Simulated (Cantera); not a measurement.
# Premixed flame

A freely propagating, adiabatic, planar premixed flame of 7.69 % CH₄, 10.8 % H₂, 16.0 % O₂, 65.5 % N₂, equivalence ratio 1.3, unburnt at 323 K and 0.130 bar; mixture-averaged transport, grid criteria slope 0.08 and curve 0.16, no radiation.

Detailed kinetics in Cantera: GRI-Mech 3.0 (53 species, 325 reactions). Burning velocities carry a grid error of a few per cent, more on coarse grids.

| z (mm) | T (K) | u (m/s) | x CH₄ | x H₂ | x O₂ | x HCN | x CH₂ | x NO₂ |
|---|---|---|---|---|---|---|---|---|
| -6.00 | 323 | 1.03 | 0.0769 | 0.108 | 0.160 | <1e-8 | <1e-8 | <1e-8 |
| -4.00 | 323 | 1.03 | 0.0770 | 0.107 | 0.160 | <1e-8 | <1e-8 | <1e-8 |
| -3.00 | 325 | 1.03 | 0.0770 | 0.106 | 0.160 | <1e-8 | <1e-8 | <1e-8 |
| -2.00 | 365 | 1.16 | 0.0766 | 0.102 | 0.160 | <1e-8 | <1e-8 | <1e-8 |
| -1.00 | 756 | 2.40 | 0.0627 | 0.0927 | 0.140 | 2.71e-7 | 2.87e-7 | <1e-8 |
| -0.500 | 1162 | 3.72 | 0.0385 | 0.0870 | 0.105 | 1.04e-6 | 7.93e-6 | <1e-8 |
| 0 | 1540 | 4.98 | 0.0119 | 0.0777 | 0.0588 | 2.70e-6 | 4.21e-5 | <1e-8 |
| 0.500 | 1720 | 5.59 | 0.00169 | 0.0644 | 0.0267 | 3.78e-6 | 2.50e-5 | <1e-8 |
| 1.00 | 1767 | 5.74 | 0.000144 | 0.0552 | 0.0125 | 3.03e-6 | 3.72e-6 | <1e-8 |
| 2.00 | 1789 | 5.80 | 8.50e-7 | 0.0511 | 0.00529 | 1.35e-6 | 3.26e-8 | <1e-8 |
| 4.00 | 1806 | 5.84 | <1e-8 | 0.0522 | 0.00383 | 2.87e-7 | <1e-8 | <1e-8 |
| 8.01 | 1829 | 5.90 | <1e-8 | 0.0529 | 0.00335 | 2.40e-8 | <1e-8 | <1e-8 |
| 16.0 | 1861 | 5.99 | <1e-8 | 0.0529 | 0.00280 | <1e-8 | <1e-8 | <1e-8 |
x: mole fraction of selected species; z is measured from the peak of heat release.

```yaml
laminar_burning_velocity: 103 cm/s
thermal_thickness: 2.00 mm
peak x(HCN): 3.78e-6
peak x(CH₂): 4.45e-5
grid_points: 172
```
